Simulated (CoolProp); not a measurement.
Vapour pressure (MPa) of nitrogen: the reference equation beside estimates from Tc = 126.2 K, pc = 3.396 MPa, ω = 0.037. Clausius-Clapeyron is anchored at 102 K with a constant enthalpy of vaporisation of 4.380 kJ/mol.

Values from CoolProp's reference Helmholtz-energy equation of state, Span 2000.

| T (K) | reference | Clausius-Clapeyron | van der Waals | Redlich-Kwong | Soave-Redlich-Kwong | Peng-Robinson |
|---|---|---|---|---|---|---|
| 99.4 | 0.7464 | 0.7790 | 1.211 | 0.7472 | 0.7526 | 0.7486 |
| 102 | 0.8917 | 0.8917 | 1.365 | 0.8983 | … | 0.8946 |
| 104.7 | 1.063 | 1.019 | 1.538 | 1.076 | … | 1.067 |
| 107.3 | 1.249 | 1.151 | 1.716 | 1.269 | 1.264 | 1.254 |
| 109.9 | 1.457 | 1.292 | 1.906 | 1.484 | 1.475 | 1.464 |
| 112.5 | … | 1.444 | 2.110 | 1.721 | 1.711 | … |
| 115.1 | 1.947 | 1.605 | 2.326 | 1.983 | … | 1.959 |
| 117.7 | 2.233 | 1.776 | … | 2.271 | 2.258 | 2.246 |
| 120.3 | 2.549 | 1.956 | 2.797 | 2.584 | 2.573 | 2.562 |
| 122.9 | 2.897 | 2.146 | 3.052 | 2.924 | 2.916 | 2.909 |

Q: Complete the blanks.

A: 
- 102, Soave-Redlich-Kwong: 0.9004
- 104.7, Soave-Redlich-Kwong: 1.075
- 112.5, reference: 1.690
- 112.5, Peng-Robinson: 1.699
- 115.1, Soave-Redlich-Kwong: 1.971
- 117.7, van der Waals: 2.555

Absolute difference from the reference over all 10 rows, mean and median: Clausius-Clapeyron 12.9 and 12.9 %, van der Waals 30.2 and 27.8 %, Redlich-Kwong 1.3 and 1.5 %, Soave-Redlich-Kwong 1.1 and 1.1 %, Peng-Robinson 0.5 and 0.4 %.
